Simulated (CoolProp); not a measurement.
A closed Brayton cycle with carbon dioxide: compressor inlet 317.15 K and 9.5 MPa, high pressure 24.4 MPa, turbine inlet 795 K, compressor efficiency 0.89, turbine efficiency 0.85, recuperator effectiveness 0.8 (on enthalpy, no pinch check). Each further row changes one setting.

The numbers come from the reference Helmholtz-energy equation of state, Span 1996 in CoolProp.

| case | thermal efficiency (%) | net work (kJ/kg) | compressor to turbine work | compressor exit (K) | turbine exit (K) |
|---|---|---|---|---|---|
| as stated | 27.6 | 81.8 | 0.27 | 366.3 | 689.6 |
| turbine inlet 745 K | 26.5 | 73.5 | … | 366.3 | 643.2 |
| compressor inlet 327.15 K | … | … | … | 397.7 | 689.6 |
| high pressure 20.7 MPa | 25.3 | 70.3 | 0.25 | 357.5 | 707.6 |
| recuperator effectiveness 0.5 | 19.8 | 81.8 | 0.27 | 366.3 | 689.6 |

Task: What belongs in the gaps?

Result: 
- turbine inlet 745 K, compressor to turbine work: 0.30
- compressor inlet 327.15 K, thermal efficiency (%): 26.6
- compressor inlet 327.15 K, net work (kJ/kg): 70.4
- compressor inlet 327.15 K, compressor to turbine work: 0.37
